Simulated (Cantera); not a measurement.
Charge: 1 mol Si, 2.2 mol H2O, held at 20000 Pa.

These are equilibrium values from Cantera (NASA tables, ideal gas, pure condensed phases), not measurements of a reactor. Candidate condensed phases: H2O, Si, SiO2; 18 gas species. The tables hold silica as quartz up to 1696 K and as liquid above; real silica turns to tridymite and cristobalite and melts near 1996 K. Gases not in the tables: Si(OH)4. The numbers say what is thermodynamically allowed, not how fast it happens.

log p: log10 of the partial pressure in bar; n: condensed amount in mol.

```tsv
T (K)	log p H2	log p H2O	log p H	log p OH	n SiO2(α-quartz)	n SiO2(β-quartz)
825	-0.74	-1.74	(withheld)	<-12	1.00	0
900	-0.74	-1.74	(withheld)	<-12	0	1.00
975	-0.74	-1.74	(withheld)	<-12	0	1.00
1050	-0.74	-1.74	(withheld)	-11.96	0	1.00
1125	-0.74	-1.74	(withheld)	-11.01	0	1.00
1200	-0.74	-1.74	(withheld)	-10.17	0	1.00
1275	-0.74	-1.74	(withheld)	-9.44	0	1.00
```

Q: Complete the blanks.

A: 
- 825, log p H: -11.47
- 900, log p H: -10.30
- 975, log p H: -9.31
- 1050, log p H: -8.46
- 1125, log p H: -7.72
- 1200, log p H: -7.07
- 1275, log p H: -6.50
